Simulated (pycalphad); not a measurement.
An equivalent pycalphad script:

```python
from pycalphad import Database, equilibrium, calculate, variables as v
import numpy as np
db = Database('COST507.tdb')
comps = ['SI', 'FE', 'VA']
phases = ['BCC_B2', 'DIAMOND_A4', 'FCC_A1', 'FE2SI', 'FE5SI3', 'FESI', 'FESI2_H', 'FESI2_L', 'LIQUID']
eq = equilibrium(db, comps, phases, {v.X('FE'): 0.311, v.T: np.arange(2250, 499, -75), v.P: 101325, v.N: 1}, output=['HM', 'SM'])
```

Computed with pycalphad from the COST 507 light-alloy database (1999), at 1 atm. The data set is of 1999 and partly superseded. Phase fractions are per mole of atoms. Diffusion is slow at the low end, where real alloys seldom reach equilibrium.

Results at three of the temperatures:

```
T = 1800.00 K, P = 101325 Pa, N = 1 mol of atoms
G = -112167 J/mol, H = 48001 J/mol, S = 88.98 J/(mol K)  (SER reference)
chemical potentials (J/mol): Si -84458, Fe -173554
phase             fraction      x(Si)      x(Fe)
LIQUID              1.0000     0.6890     0.3110
```

```
T = 1050.00 K, P = 101325 Pa, N = 1 mol of atoms
G = -58730 J/mol, H = -3308 J/mol, S = 52.78 J/(mol K)  (SER reference)
chemical potentials (J/mol): Si -32780, Fe -116221
phase             fraction      x(Si)      x(Fe)
FESI2_L             0.9330     0.6667     0.3333
DIAMOND_A4          0.0670     1.0000       none
```

```
T = 975.00 K, P = 101325 Pa, N = 1 mol of atoms
G = -54850 J/mol, H = -5433 J/mol, S = 50.68 J/(mol K)  (SER reference)
chemical potentials (J/mol): Si -29207, Fe -111659
phase             fraction      x(Si)      x(Fe)
FESI2_L             0.9330     0.6667     0.3333
DIAMOND_A4          0.0670     1.0000       none
```

Changes of the phase set, refined by bisection:

| T (K) | phases above | phases below |
|---|---|---|
| 1481.2 | liquid | FESI2_H + liquid |
| 1477.2 | FESI2_H + liquid | FESI + FESI2_H |
| 1275.7 | FESI + FESI2_H | FESI2_H + FESI2_L |
| 1232.9 | FESI2_H + FESI2_L | diamond (Si) + FESI2_L |

Database names, with the compositions (at.%) that they take in these runs: FESI2_H: Si 70 Fe 30; FESI: Si 50 Fe 50; FESI2_L: Si 67 Fe 33. DIAMOND_A4 is diamond (Si). An entry "none" or "no" means that the model of the phase leaves that element out.
